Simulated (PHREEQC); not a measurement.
PHREEQC input (ion-association model, phreeqc.dat):

```
SOLUTION 0
  temp 25
  units mmol/kgw
  pH 7 charge
  Cl 4.11
  K 4.1
  O(0) 1 O2(g) -0.68
SOLUTION 1-30
  temp 25
  units mmol/kgw
  pH 7 charge
  Cl 20.41
  Na 18
  S(6) 3.9
  Mg 3.9
  Cd 1.2
  O(0) 1 O2(g) -0.68
END
EXCHANGE 1-30
  X 0.0091
  -equilibrate 1
END
SELECTED_OUTPUT 1
  -reset false
  -pH true
  -pe true
  -ionic_strength true
  -water true
  -step true
  -totals Cd Cl K Mg Na S S(-2) S(6)
  -molalities KX CdX2 MgX2 NaX
  -saturation_indices Halite Sylvite Cd(OH)2
PRINT
  -reset false
TRANSPORT
  -cells 30
  -shifts 210
  -lengths 0.0166667
  -time_step 300
  -dispersivities 0.018
  -boundary_conditions flux flux
  -correct_disp true
  -punch_cells 30
  -punch_frequency 7
END
```

Selected output (columns that matter, 16 of 31 rows; pore volumes added in front):

```
pore volumes	pH	mu	Cd	Cl	K	Mg	Na	S	m_KX	m_CdX2	m_MgX2	si_Halite	si_Sylvite	si_Cd(OH)2
0	5.1217	0.032791	0.0012	0.02041	0	0.0039	0.018	0.0039	0	0.00081277	0.0031449	-5.1676	-1000	-6.9734
0.4833	5.1215	0.032689	0.0011942	0.020349	3.7973e-07	0.0038846	0.017951	0.0038854	1.2512e-07	0.00081287	0.0031452	-5.1699	-9.1801	-6.975
0.95	5.0899	0.019744	0.00061282	0.012628	0.00027391	0.0022558	0.010683	0.0020381	0.00011697	0.00083599	0.0031995	-5.5701	-6.4948	-7.1943
1.4167	5.0419	0.0071589	0.00022264	0.0053348	0.0011484	0.00098266	0.0023519	0.00029306	0.00071186	0.00084822	0.0032004	-6.5539	-6.1964	-7.5182
1.8833	5.0305	0.0050738	0.00016071	0.0042031	0.0021363	0.00072665	0.00032663	2.2277e-05	0.0014692	0.0008069	0.0029861	-7.5024	-6.0176	-7.6298
2.35	5.029	0.004731	0.00012301	0.0041153	0.002734	0.00054564	3.6608e-05	1.2743e-06	0.0020796	0.00075869	0.0027487	-8.4591	-5.9166	-7.7426
2.8167	5.0286	0.0045825	9.6557e-05	0.0041103	0.0030637	0.00041987	3.8005e-06	6.3272e-08	0.0025596	0.00071779	0.0025521	-9.4418	-5.8661	-7.8471
3.2833	5.0284	0.0044894	7.8837e-05	0.00411	0.0032682	0.00033687	3.8529e-07	2.9083e-09	0.0029505	0.00068377	0.0023909	-10.435	-5.837	-7.9348
3.75	5.0283	0.0044255	6.6509e-05	0.00411	0.0034074	0.00027977	3.8955e-08	1.2782e-10	0.0032787	0.00065491	0.0022557	-11.429	-5.8182	-8.0085
4.2167	5.0281	0.0043793	5.7507e-05	0.00411	0.0035081	0.00023846	3.9657e-09	5.4672e-12	0.003561	0.00062989	0.0021396	-12.421	-5.805	-8.0714
4.6833	5.0281	0.0043445	5.0657e-05	0.00411	0.0035841	0.00020727	4.083e-10	2.2989e-13	0.0038084	0.00060781	0.002038	-13.408	-5.7953	-8.1264
5.15	5.028	0.0043172	4.5271e-05	0.00411	0.0036436	0.00018293	4.2599e-11	9.5613e-15	0.0040288	0.00058803	0.0019476	-14.389	-5.7878	-8.1751
5.6167	5.0279	0.0042953	4.0922e-05	0.00411	0.0036914	0.00016339	4.5067e-12	3.9485e-16	0.0042275	0.0005701	0.0018661	-15.365	-5.7819	-8.2189
6.0833	5.0279	0.0042774	3.7334e-05	0.00411	0.0037306	0.00014737	4.8345e-13	1.623e-17	0.0044085	0.00055367	0.0017921	-16.334	-5.7771	-8.2587
6.55	5.0278	0.0042624	3.432e-05	0.00411	0.0037634	0.00013398	5.2567e-14	6.6503e-19	0.0045748	0.00053851	0.0017241	-17.297	-5.7732	-8.2952
7.0167	5.0278	0.0042496	3.1751e-05	0.00411	0.0037912	0.00012263	5.7899e-15	2.7194e-20	0.0047286	0.00052441	0.0016613	-18.255	-5.7698	-8.3289
```

Species that the database lacks are ignored.
